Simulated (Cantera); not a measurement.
Input: 1 mol MgO, 1.5 mol I2, at 0.150 bar.

Equilibrium computed with Cantera from the NASA thermochemical tables; the gas is ideal and each condensed phase is pure. Candidate condensed phases: I2, Mg, MgI2, MgO; 10 gas species. Equilibrium is a limit: real reactors are often held back by kinetics, nucleation or transport.

x: gas mole fraction; n: condensed amount in mol.

| T (°C) | x I | x I2 | x MgI2 | x O2 | x O | x MgI | n MgO(s) |
|---|---|---|---|---|---|---|---|
| 550 | 0.0195 | 0.981 | 1.05e-11 | 2.39e-12 | <1e-12 | <1e-12 | 1.00 |
| 650 | [?] | 0.936 | [?] | [?] | <1e-12 | <1e-12 | 1.00 |
| 750 | 0.162 | 0.838 | 9.09e-9 | 4.55e-9 | <1e-12 | <1e-12 | 1.00 |
| 850 | 0.325 | 0.675 | 1.06e-7 | 5.31e-8 | 2.62e-12 | <1e-12 | 1.00 |
| 950 | 0.532 | 0.468 | 7.30e-7 | 3.65e-7 | 6.30e-11 | 2.84e-12 | 1.000 |
| 1050 | 0.725 | 0.275 | 3.22e-6 | 1.61e-6 | 8.71e-10 | 7.83e-11 | 1.000 |
| 1150 | 0.857 | 0.143 | 1.00e-5 | 5.02e-6 | 7.79e-9 | 1.30e-9 | 1.000 |
| 1250 | 0.929 | 0.0709 | 2.46e-5 | 1.23e-5 | 4.99e-8 | 1.45e-8 | 1.000 |
| 1350 | 0.964 | [?] | [?] | [?] | [?] | [?] | 1.000 |
| 1450 | 0.981 | 0.0190 | 9.60e-5 | 4.78e-5 | 1.02e-6 | 7.47e-7 | 1.000 |

Task: Complete the blanks.

Result: 
- 1350, x I2: 0.0358
- 1350, x MgI2: 5.13e-5
- 1350, x O2: 2.56e-5
- 1350, x O: 2.49e-7
- 1350, x MgI: 1.18e-7
- 650, x I: 0.0641
- 650, x MgI2: 4.09e-10
- 650, x O2: 2.04e-10
